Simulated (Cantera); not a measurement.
A perfectly stirred reactor is fed with N₂O : H₂ : N₂ = 1 : 0.003 : 1.2 (molar parts), at 0.0263 atm; it is held at 1425 K, and followed from long to short residence time.

Model: GRI-Mech 3.0 (53 species, 325 reactions), integrated in Cantera. GRI-Mech 3.0 was tuned for natural gas; its chemistry of N2O as a main component is partial and can be far from experiment. Radical loss at walls, strong at low pressure, is not modelled. The temperature is held fixed by assumption; the heat of reaction is taken as removed at once.

Problem. What does this change do: temperature 1425 to 1475 K?

Solution. 
```json
[
 {"quantity": "x(N₂O) at τ = 2.90 s", "before": "0.146", "after": "0.0911"},
 {"quantity": "x(H₂) at τ = 2.90 s", "before": "1.11e-5", "after": "7.08e-6"},
 {"quantity": "x(HO₂) at τ = 2.90 s", "before": "5.78e-8", "after": "4.94e-8"},
 {"quantity": "x(H₂O) at τ = 2.90 s", "before": "0.00116", "after": "0.00113"},
 {"quantity": "x(O₂) at τ = 2.90 s", "before": "0.100", "after": "0.115"},
 {"quantity": "x(N₂O) at τ = 45.0 ms", "before": "0.439", "after": "0.426"},
 {"quantity": "x(H₂) at τ = 45.0 ms", "before": "0.000380", "after": "0.000280"},
 {"quantity": "x(HO₂) at τ = 45.0 ms", "before": "4.02e-6", "after": "3.58e-6"},
 {"quantity": "x(H₂O) at τ = 45.0 ms", "before": "0.000943", "after": "0.00103"},
 {"quantity": "x(O₂) at τ = 45.0 ms", "before": "0.00465", "after": "0.00837"}
]
```

Problem. What does this change do: temperature 1425 to 1148 K?

Solution. 
| quantity | before | after |
|---|---|---|
| x(N₂O) at τ = 2.90 s | 0.146 | 0.443 |
| x(H₂) at τ = 2.90 s | 1.11e-5 | 0.000165 |
| x(HO₂) at τ = 2.90 s | 5.78e-8 | 3.00e-7 |
| x(H₂O) at τ = 2.90 s | 0.00116 | 0.00119 |
| x(O₂) at τ = 2.90 s | 0.100 | 0.00348 |
| x(N₂O) at τ = 45.0 ms | 0.439 | 0.454 |
| x(H₂) at τ = 45.0 ms | 0.000380 | 0.00124 |
| x(HO₂) at τ = 45.0 ms | 4.02e-6 | 1.45e-6 |
| x(H₂O) at τ = 45.0 ms | 0.000943 | 0.000118 |
| x(O₂) at τ = 45.0 ms | 0.00465 | 5.15e-5 |
The mechanism lacks the step 2 NO + O2 → 2 NO2, which can matter for NO2 below about 1400 K.
